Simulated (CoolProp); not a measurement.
Computed with CoolProp (reference Helmholtz-energy equation of state, Span 2000).

For nitrogen, give the phase and the speed of sound (m/s), conductivity (mW/(m K)) at 213.8 K and 101 kPa; 241.5 K and 101 kPa.


- 213.8 K and 101 kPa: gas; speed of sound 298, conductivity 19.4
- 241.5 K and 101 kPa: gas; speed of sound 317, conductivity 21.6

Thermal conductivity comes from a separate model (Lemmon 2004).
